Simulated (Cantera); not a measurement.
A freely propagating, adiabatic, planar premixed flame of 9.03 % CH4, 11.7 % H2, 18.4 % O2, 60.8 % N2, unburnt at 698 K and 0.650 bar; multicomponent+Soret transport, grid criteria slope 0.08 and curve 0.16, no radiation.

Model: GRI-Mech 3.0 (53 species, 325 reactions), integrated in Cantera. Burning velocities carry a grid error of a few per cent, more on coarse grids.

Q: Predict: laminar burning velocity; thermal thickness; peak x(HCO); peak x(CH2O); peak x(C2H6).

A: laminar burning velocity: 363 cm/s
thermal thickness: 0.329 mm
peak x(HCO): 0.000155
peak x(CH2O): 0.00115
peak x(C2H6): 0.000976
